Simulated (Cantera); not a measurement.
Mixture: C3H8 : O2 : N2 = 1 : 2.38 : 8.95 (molar parts), equivalence ratio 2.1, at 2700000 Pa, adiabatic and at constant volume. Ignition delay is the time to a rise of 400 K.

Computed with Cantera and GRI-Mech 3.0 (53 species, 325 reactions). GRI-Mech 3.0 was tuned for natural gas; its chemistry of propane as a main component is partial and can be far from experiment. The pressure lies above the range GRI-Mech 3.0 was tuned for (to about 10 atm).

Question: Predict: delay at 1048 K; delay at 1198 K; delay at 1348 K; delay at 1498 K; apparent activation energy between 1423 and 1573 K.

Answer: 
```json
{
  "delay at 1048 K": "11.4 ms",
  "delay at 1198 K": "0.838 ms",
  "delay at 1348 K": "74.1 µs",
  "delay at 1498 K": "10.4 µs",
  "apparent activation energy between 1423 and 1573 K": "210 kJ/mol"
}
```
